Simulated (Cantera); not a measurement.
**Fluorocarbon and chlorocarbon gases: c-C4F8 + F2 + H2**

Charge: 1 mol c-C4F8, 0.17 mol F2, 13 mol H2, at 0.590 bar.

Method: chemical equilibrium by Gibbs-energy minimisation in Cantera with the NASA 1993 tables (ideal gas, pure condensed phases). Candidate condensed phases: C, C6H6, C7H8, C8H18; 95 gas species. The feed counts by its element totals alone. Kinetics and transport are ignored.

```csv
T (K),x H2,x HF,x H,x C2H2 (acetylene),x F,n C(graphite)
1850,0.514,0.486,0.000503,0.000134,1.01e-7,3.99
1950,0.513,0.486,0.00107,0.000280,3.38e-7,3.99
2050,0.512,0.485,0.00211,0.000544,1.00e-6,3.98
2150,0.510,0.485,0.00392,0.000988,2.70e-6,3.96
2250,0.507,0.484,0.00689,0.00170,6.66e-6,3.94
2350,0.503,0.483,0.0115,0.00277,1.53e-5,3.90
2450,0.496,0.481,0.0184,0.00433,3.27e-5,3.85
2550,0.486,0.479,0.0283,0.00647,6.62e-5,3.77
2650,0.473,0.475,0.0420,0.00928,0.000127,3.66
2750,0.456,0.471,0.0601,0.0128,0.000235,3.52
```
x: gas mole fraction; n: condensed amount in mol.

From 1850 K to 2750 K the condensed part is C(graphite). The main C-bearing gas is C2H2 (acetylene) throughout. The share of C in condensed phases is highest at 1850 K (99.8 %) and lowest at 2750 K (88.1 %).
